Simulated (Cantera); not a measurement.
A Cantera script and what it prints.

```python
import numpy as np
import cantera as ct

gas_names = """
    C CH CH2 CH3 CH2OH CH3O CH4 CH3OH CO CO2 COOH C2 C2H CHCO,ketyl C2H2,acetylene C2H2,vinylidene
    CH2CO,ketene C2H3,vinyl CH3CO,acetyl C2H4 C2H4O,ethylen CH3CHO,ethanal CH3COOH (HCOOH)2 C2H5 C2H6
    CH3OCH3 C2H5OH C2O C3 C3H3,propargyl C3H4,allene C3H4,propyne C3H4,cyclo- C3H5,allyl C3H6,propylene
    C3H6,cyclo- C3H6O C3H7,n-propyl C3H7,i-propyl C3H8 C3H8O,1propanol C3H8O,2propanol C3O2 C4 C4H2
    C4H4,1,3-cyclo- C4H6,butadiene C4H6,2-butyne C4H6,cyclo- C4H8,1-butene C4H8,cis2-buten
    C4H8,tr2-butene C4H8,isobutene C4H8,cyclo- (CH3COOH)2 C4H9,n-butyl C4H9,i-butyl C4H9,s-butyl
    C4H9,t-butyl C4H10,isobutane C4H10,n-butane C5 C5H6,1,3cyclo- C5H8,cyclo- C5H10,1-pentene
    C5H10,cyclo- C5H11,pentyl C5H11,t-pentyl C5H12,n-pentane C5H12,i-pentane CH3C(CH3)2CH3 C6H2
    C6H5,phenyl C6H5O,phenoxy C6H6 C6H5OH,phenol C6H10,cyclo- C6H12,1-hexene C6H12,cyclo- C6H13,n-hexyl
    C7H7,benzyl C7H8 C7H8O,cresol C7H14,1-heptene C7H15,n-heptyl C7H16,n-heptane C8H8,styrene
    C8H10,ethylbenz C8H16,1-octene C8H17,n-octyl C8H18,isooctane C8H18,n-octane C9H19,n-nonyl
    C10H8,naphthale C10H21,n-decyl C12H9,o-bipheny C12H10,bipheny H HCO HO2 H2 HCHO,formaldehy HCOOH H2O
    H2O2 O OH O2 O3 Ta TaO TaO2
""".split()
cond_names = """
    C(gr) C6H6(L) C7H8(L) C8H18(L),n-octa H2O(s) H2O(L) Ta(cr) Ta(L) TaC(s) TaC(L) Ta2O5(s) Ta2O5(L)
""".split()


def load(file, names, dense=False):
    # The tables refer to 1 bar. Condensed volumes are neglected.
    table = {s.name: s for s in ct.Species.list_from_file(file)}
    out = []
    for n in names:
        d = dict(table[n].input_data)
        d["thermo"] = dict(d["thermo"], **{"reference-pressure": 1e5})
        if dense:
            d["equation-of-state"] = {"model": "constant-volume", "density": "1e6 g/cm^3"}
        out.append(ct.Species.from_dict(d))
    return out


gas = ct.Solution(thermo="ideal-gas", species=load("nasa_gas.yaml", gas_names))
cond = {s.name: ct.Solution(thermo="fixed-stoichiometry", species=[s], name=s.name)
        for s in load("nasa_condensed.yaml", cond_names, dense=True)}
atoms = {
    'Ta(OEt)5': {'Ta': 1, 'C': 10, 'H': 25, 'O': 5},
    'CO2': {'C': 1, 'O': 2},
    'H2': {'H': 2},
}
top_T = {'C(gr)': 4500}  # K; cautious upper limits of use, not melting points


def equilibrate(T, P, feed):
    n = {}
    for name, mol in feed.items():
        for a, k in atoms[name].items():
            n[a] = n.get(a, 0.0) + k * mol
    gas.TPX = T, P, n
    mass = sum(n.values()) * gas.mean_molecular_weight
    gas.equilibrate("TP")
    valid = [c for c in cond.values() if c.min_temp <= T <= top_T.get(c.name, c.max_temp)]
    mix = ct.Mixture([(gas, mass / gas.mean_molecular_weight)] + [(c, 0.0) for c in valid])
    mix.T, mix.P = T, P
    mix.equilibrate("TP", solver="vcs", rtol=1e-11, max_steps=5000)
    return mix


results = []
feed = {'Ta(OEt)5': 1, 'CO2': 0.24, 'H2': 61}  # mol
T = 2000  # K
for P in [0.1, 0.6, 3.6, 22, 130, 770, 4600, 28000, 170000, 1000000]:
    mix = equilibrate(T, P, feed)
    results.append((T, P, feed, dict(zip(mix.species_names, mix.species_moles))))
    x = sorted(zip(gas.X, gas.species_names), reverse=True)
    print(f"T = {T:g} K  P = {P:g} Pa  gas = {mix.phase_moles(0):.4g} mol")
    print("   x: " + "  ".join(f"{s} {v:.3e}" for v, s in x if v > 0.001))
    print("   condensed (mol): " + ("  ".join(f"{mix.phase(i).name} {mix.phase_moles(i):.4g}"
          for i in range(1, mix.n_phases) if mix.phase_moles(i) > 1e-12) or "none"))
```

Output:

```
T = 2000 K  P = 0.1 Pa  gas = 126 mol
   x: H 7.459e-01  H2 2.104e-01  CO 4.350e-02
   condensed (mol): C(gr) 3.702  TaC(s) 1
T = 2000 K  P = 0.6 Pa  gas = 102.7 mol
   x: H2 4.843e-01  H 4.620e-01  CO 5.336e-02
   condensed (mol): C(gr) 3.68  TaC(s) 1
T = 2000 K  P = 3.6 Pa  gas = 89.16 mol
   x: H2 7.097e-01  H 2.283e-01  CO 6.146e-02
   condensed (mol): C(gr) 3.662  TaC(s) 1
T = 2000 K  P = 22 Pa  gas = 83.14 mol
   x: H2 8.334e-01  H 1.001e-01  CO 6.591e-02
   condensed (mol): C(gr) 3.653  TaC(s) 1
T = 2000 K  P = 130 Pa  gas = 80.7 mol
   x: H2 8.889e-01  CO 6.791e-02  H 4.252e-02
   condensed (mol): C(gr) 3.65  TaC(s) 1
T = 2000 K  P = 770 Pa  gas = 79.69 mol
   x: H2 9.128e-01  CO 6.877e-02  H 1.771e-02
   condensed (mol): C(gr) 3.648  TaC(s) 1
T = 2000 K  P = 4600 Pa  gas = 79.27 mol
   x: H2 9.229e-01  CO 6.913e-02  H 7.284e-03
   condensed (mol): C(gr) 3.646  TaC(s) 1
T = 2000 K  P = 28000 Pa  gas = 79.09 mol
   x: H2 9.269e-01  CO 6.929e-02  H 2.959e-03
   condensed (mol): C(gr) 3.639  TaC(s) 1
T = 2000 K  P = 170000 Pa  gas = 78.98 mol
   x: H2 9.281e-01  CO 6.937e-02  H 1.202e-03
   condensed (mol): C(gr) 3.597  TaC(s) 1
T = 2000 K  P = 1e+06 Pa  gas = 78.7 mol
   x: H2 9.254e-01  CO 6.955e-02  CH4 3.635e-03
   condensed (mol): C(gr) 3.358  TaC(s) 1
```

Method: chemical equilibrium by Gibbs-energy minimisation in Cantera with the NASA 1993 tables (ideal gas, pure condensed phases). The feed counts by its element totals alone. TaC: taken at fixed stoichiometry. Condensed phases not in the tables: Ta2C.
